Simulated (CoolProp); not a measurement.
Vapour-liquid equilibrium of R143a (1) + R1234yf (2) at 0.00547 MPa; x and y are mole fractions of (1).

Values from CoolProp's multi-fluid Helmholtz-energy mixture model, Lemmon and Jacobsen 2000 and Lemmon 2022; pair parameters Bell 2016.

```tsv
x	bubble temperature, mixture model (K)	bubble temperature, Raoult's law (K)	y, mixture model	y, Raoult's law
0.05	191.8	192.0	0.151	0.133
0.2	188.3	188.9	0.452	0.428
0.35	185.7	186.4	0.633	0.622
0.5	183.7	184.3	0.755	0.757
0.65	182.1	182.4	0.847	0.855
0.8	180.7	180.8	0.920	0.928
0.95	179.4	179.4	0.981	0.984
```

The largest gap from Raoult's law is -0.7 K in bubble temperature, at x = 0.35. No azeotrope shows between x = 0.05 and 0.95.

The pair parameters rest on a limited set of measurements; away from them the model extrapolates.
